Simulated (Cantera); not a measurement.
# Thermodynamics of tantalum, niobium, vanadium and zirconium in process gases, feed Ta(OEt)5 + O2

Input: 1 mol Ta(OEt)5, 1.4 mol O2, at 10000 Pa.

Method: chemical equilibrium by Gibbs-energy minimisation in Cantera with the NASA 1993 tables (ideal gas, pure condensed phases). Candidate condensed phases: C, C6H6, C7H8, C8H18, H2O, Ta, TaC, Ta2O5; 113 gas species. The feed counts by its element totals alone. TaC: taken at fixed stoichiometry. Condensed phases not in the tables: Ta2C. Kinetics and transport are ignored.

```csv
T (°C),log p H2,log p CO,log p H2O,log p CH4,log p CO2,n C(graphite),n Ta2O5(s),n TaC(s)
775,-1.16,-1.53,-3.42,-3.55,-3.72,4.75,0.500,0
800,-1.16,-1.53,-3.57,-3.65,-3.91,4.73,0.500,0
825,-1.15,-1.53,-3.72,-3.75,-4.10,4.72,0.500,0
850,-1.15,-1.53,-3.86,-3.84,-4.28,4.71,0.500,0
875,-1.15,-1.53,-4.00,-3.93,-4.45,4.70,0.500,0
900,-1.15,-1.53,-4.13,-4.02,-4.61,4.70,0.500,0
925,-1.21,-1.42,-4.20,-4.22,-4.54,1.21,0,1.00
```
log p: log10 of the partial pressure in bar; n: condensed amount in mol.

From 775 °C to 900 °C the condensed part is C(graphite) + Ta2O5(s). At 925 °C the condensed part is C(graphite) + TaC(s).
